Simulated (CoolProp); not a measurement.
Properties of n-butane along the isobar 12000 kPa.

The numbers come from the reference Helmholtz-energy equation of state, Bücker 2006 in CoolProp.

```csv
T (K),phase,Z,viscosity (µPa s),conductivity (mW/(m K))
411.2,liquid,0.4433,74.8,80.8
423.8,liquid,0.4477,67.4,78.6
436.4,supercritical,0.4545,60.5,76.5
449,supercritical,0.4641,54.0,74.7
461.6,supercritical,0.4771,48.0,73.1
474.2,supercritical,0.4940,42.4,71.7
486.8,supercritical,0.5154,37.4,70.5
499.4,supercritical,___,33.0,69.5
512,supercritical,0.5705,29.4,68.9
524.6,supercritical,___,26.5,68.5
537.2,supercritical,0.6338,24.2,68.4
549.8,supercritical,0.6650,___,68.7
562.4,supercritical,0.6948,21.2,69.3
575,supercritical,0.7229,20.2,70.2
```

Some entries are withheld; supply them.


- 499.4, Z: 0.5412
- 524.6, Z: 0.6019
- 549.8, viscosity (µPa s): 22.5

Viscosity comes from a separate model (Vogel 1999). Thermal conductivity comes from a separate model (Perkins 2002).
